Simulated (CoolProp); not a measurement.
Vapour-liquid equilibrium of n-butane (1) + R113 (2) at 64.15 °C; x and y are mole fractions of (1).

Model: multi-fluid Helmholtz-energy mixture model, Bücker 2006 and Marx 1992; pair parameters Bell 2016, in CoolProp.

Q: Give the bubble pressure and the first vapour's composition at x = 0.15, 0.55, 0.65. Is there an azeotrope?

A: x = 0.15: 263.8 kPa, y = 0.430; x = 0.55: 480.4 kPa, y = 0.808; x = 0.65: 529.8 kPa, y = 0.857. No azeotrope shows between x = 0.05 and 0.95.

The pair parameters rest on a limited set of measurements; away from them the model extrapolates.
